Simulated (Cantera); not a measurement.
Low-pressure radical oxidation in H2/O2

A perfectly stirred reactor is fed with H2 : O2 = 0.062 : 1 (molar parts), equivalence ratio 0.031, at 120 Pa; it is held at 1125 K, and followed from long to short residence time.

Computed with Cantera and GRI-Mech 3.0 (53 species, 325 reactions). Radical loss at walls, strong at low pressure, is not modelled. The temperature is held fixed by assumption; the heat of reaction is taken as removed at once.

```json
[
 {"τ (s)": "0.68", "x H2": "0.00137", "x O2": "0.906", "x OH": "0.00296", "x HO2": "4.44e-7", "x H2O": "0.0511"},
 {"τ (s)": "0.27", "x H2": "0.00205", "x O2": "0.902", "x OH": "0.00332", "x HO2": "4.58e-7", "x H2O": "0.0490"},
 {"τ (s)": "0.11", "x H2": "0.00342", "x O2": "0.902", "x OH": "0.00379", "x HO2": "4.71e-7", "x H2O": "0.0465"},
 {"τ (s)": "0.042", "x H2": "0.00666", "x O2": "0.905", "x OH": "0.00449", "x HO2": "4.81e-7", "x H2O": "0.0424"},
 {"τ (s)": "0.017", "x H2": "0.0131", "x O2": "0.910", "x OH": "0.00510", "x HO2": "4.73e-7", "x H2O": "0.0359"},
 {"τ (s)": "0.0065", "x H2": "0.0268", "x O2": "0.920", "x OH": "0.00491", "x HO2": "4.28e-7", "x H2O": "0.0241"},
 {"τ (s)": "0.0026", "x H2": "0.0494", "x O2": "0.935", "x OH": "0.00206", "x HO2": "3.13e-7", "x H2O": "0.00664"}
]
```
x: mole fraction; the columns are a selection and need not sum to one.
